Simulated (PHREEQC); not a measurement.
Dissolve 0.0022 mol/kgw CdCl2 and 0.00017 mol/kgw H3BO3 at 25 °C. Closed to the air; pH follows from the charge balance.

The numbers come from PHREEQC with the ion-association model, wateq4f.dat.

```csv
quantity,before,after
pH,6.21,6.58
ionic strength (mol/kgw),0.00564,0.00126
Cl- (mol/kgw),0.00392,0.000851
H2BO3- (mol/kgw),1.72e-7,7.70e-8
```

Q: Which change was made?
A. H3BO3 from 0.00017 to 0.00085 mol/kgw
B. CdCl2 replaced by MnCl2 at the same molality
C. CdCl2 from 0.0022 to 0.022 mol/kgw
D. diluted 5-fold with water
E. CdCl2 replaced by MgCl2 at the same molality

A: D, diluted 5-fold with water

This is a speciation only: nothing precipitates in the calculation.
